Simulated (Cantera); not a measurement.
A closed system holds: 1 mol CCl4, a varied amount of H2, at 1477 °C and 3900 Pa.

Method: chemical equilibrium by Gibbs-energy minimisation in Cantera with the NASA 1993 tables (ideal gas, pure condensed phases). Candidate condensed phases: C, C6H6, C7H8, C8H18; 91 gas species. The numbers say what is thermodynamically allowed, not how fast it happens.

### Question
At 1.1 mol H2, list the 3 most abundant gas species with their mole fractions, and the condensed phases.

### Answer
HCl 0.590, Cl 0.338, Cl2 0.0723. Condensed: C(graphite).
